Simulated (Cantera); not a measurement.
# Hydrocarbon pyrolysis for carbon deposition

An isothermal, constant-pressure homogeneous reactor starts with C3H8 : H2 = 1 : 2.3 (molar parts), at 1725 K and 0.000908 atm.

Computed with Cantera and GRI-Mech 3.0 (53 species, 325 reactions). GRI-Mech 3.0 was tuned for natural gas; its chemistry of propane as a main component is partial and can be far from experiment. GRI-Mech 3.0 stops at C3 and has no aromatics, soot or wall deposition, so with more carbon than oxygen in the feed, carbon stays in small species such as C2H2 where larger ones or solid carbon would form. Radical loss at walls, strong at low pressure, is not modelled.

| t (s) | x C3H8 | x H2 | x CH4 | x C2H6 | x CH3 | x C2H |
|---|---|---|---|---|---|---|
| 4.00e-6 | 0.302 | 0.697 | 1.04e-6 | 3.76e-7 | 0.000423 | <1e-12 |
| 1.95e-5 | 0.300 | 0.695 | 2.43e-5 | 8.71e-6 | 0.00203 | <1e-12 |
| 9.49e-5 | 0.289 | 0.690 | 0.000564 | 0.000184 | 0.00990 | <1e-12 |
| 0.000462 | 0.218 | 0.653 | 0.0142 | 0.00227 | 0.0565 | 1.48e-9 |
| 0.00225 | 0.0123 | 0.538 | 0.148 | 0.00326 | 0.105 | 2.84e-6 |
| 0.0110 | 3.85e-7 | 0.602 | 0.174 | 0.000266 | 0.0230 | 5.90e-6 |
| 0.0533 | 3.20e-8 | 0.642 | 0.149 | 6.87e-5 | 0.00777 | 3.11e-6 |
| 0.260 | 6.14e-9 | 0.673 | 0.115 | 2.55e-5 | 0.00416 | 2.35e-6 |
| 1.27 | 8.85e-10 | 0.715 | 0.0598 | 7.17e-6 | 0.00221 | 2.56e-6 |
| 6.16 | 2.09e-11 | 0.750 | 0.0131 | 5.41e-7 | 0.000712 | 3.95e-6 |
| 30.0 | <1e-12 | 0.757 | 0.000616 | 2.61e-9 | 8.03e-5 | 9.60e-6 |
x: mole fraction; the columns are a selection and need not sum to one.

Equilibrium at this temperature and pressure: C3H8 <1e-12, H2 0.757, CH4 3.05e-5, C2H6 8.98e-12, CH3 4.38e-6, C2H 1.06e-5 (gas phase only).
